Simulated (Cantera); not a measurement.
A perfectly stirred reactor is fed with CH3OH : O2 : N2 = 1 : 1.83 : 6.88 (molar parts), equivalence ratio 0.82, at 7500 Torr; it is adiabatic with a 475 K inlet, and is followed from long to short residence time, starting on the burning branch (τ in s: 0.021, 0.0096, 0.0043, 0.002, 0.00089, 0.0004, 0.00018, 8.3e-05, 3.8e-05, 1.7e-05).

Model: GRI-Mech 3.0 (53 species, 325 reactions), integrated in Cantera. GRI-Mech 3.0 was tuned for natural gas; its chemistry of methanol as a main component is partial and can be far from experiment.

Task: What does this change do: 0.21 parts H2 added?

Result: 
```tsv
quantity	before	after
blow-out, bracketed by the residence times tried	burning at 17.0 µs, the shortest tried	burning at 17.0 µs, the shortest tried
x(CH3OH) at τ = 21.0 ms	9.81e-7	6.89e-7
x(O2) at τ = 21.0 ms	0.0320	0.0216
x(C2H6) at τ = 21.0 ms	<1e-12	<1e-12
x(CH2O) at τ = 21.0 ms	9.37e-7	6.96e-7
x(CO2) at τ = 21.0 ms	0.0967	0.0946
x(CH3OH) at τ = 0.400 ms	2.77e-5	2.13e-5
x(O2) at τ = 0.400 ms	0.0347	0.0252
x(C2H6) at τ = 0.400 ms	1.67e-11	1.62e-11
x(CH2O) at τ = 0.400 ms	2.67e-5	2.13e-5
x(CO2) at τ = 0.400 ms	0.0917	0.0890
```
